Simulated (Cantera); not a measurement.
## Hydrogen reduction and annealing atmospheres: PbS + H2 + N2

Charge: 1 mol PbS, 370 mol H2, 21 mol N2.

These are equilibrium values from Cantera (NASA tables, ideal gas, pure condensed phases), not measurements of a reactor. Candidate condensed phases: Pb, PbS, S; 18 gas species. Kinetics and transport are ignored.

Problem. Map the stable condensed phases over T = 1050, 1150, 1250, 1350, 1450, 1550, 1650, 1750, 1850, 1950, 2050, 2150 K and P in Pa = 10, 52, 270, 1400, 7200, 37000, 190000, 1000000.

Solution. 
```
T in K \ P in Pa
              10      52     270    1400    7200   37000  190000 1000000
   2150        A       A       A       A       A       A       A       A
   2050        A       A       A       A       A       A       A       A
   1950        A       A       A       A       A       A       A       A
   1850        A       A       A       A       A       A       A       A
   1750        A       A       A       A       A       A       A       A
   1650        A       A       A       A       A       A       A       A
   1550        A       A       A       A       A       A       A       A
   1450        A       A       A       A       A       A       A       B
   1350        A       A       A       A       A       A       A       B
   1250        A       A       A       A       A       A       B       B
   1150        A       A       A       A       A       B       B       B
   1050        A       A       A       A       B       B       B       B
```
A: gas only; B: Pb.
